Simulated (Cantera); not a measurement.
# Catalytic combustion on Pt

An isothermal plug-flow reactor at 700 K and 5.00 bar (inlet), inlet velocity 1 m/s, active area per volume 1100 1/m; feed CO : O2 : N2 : H2O = 0.0068 : 0.12 : 0.79 : 0.015 (molar parts), equivalence ratio 0.028.

Cantera simulation using Deutschmann's 1995 Pt surface mechanism with GRI-Mech 3.0 gas chemistry; the numbers are that mechanism's predictions, not measurements. Catalytic surfaces can have several steady states; this one follows from the mechanism file's or the stated starting coverage. Mass transfer to the wall is taken as infinitely fast.

```csv
z (m),x CO,x O2,x H2O,x CO2,θ free Pt,θ O*,θ OH*,θ CO*
7.8e-05,0.00726,0.129,0.0161,3.94e-5,0.0140,0.970,0.00645,0.00965
0.00017,0.00722,0.129,0.0161,8.05e-5,0.0132,0.972,0.00628,0.00857
0.00036,0.00714,0.129,0.0161,0.000154,0.0121,0.975,0.00603,0.00713
0.00078,0.00702,0.129,0.0161,0.000283,0.0108,0.978,0.00568,0.00548
0.0017,0.00681,0.129,0.0161,0.000493,0.00928,0.981,0.00529,0.00394
0.0036,0.00650,0.128,0.0161,0.000800,0.00793,0.984,0.00490,0.00274
0.0078,0.00604,0.128,0.0161,0.00126,0.00670,0.987,0.00451,0.00182
```
x: gas mole fraction; θ: surface coverage.
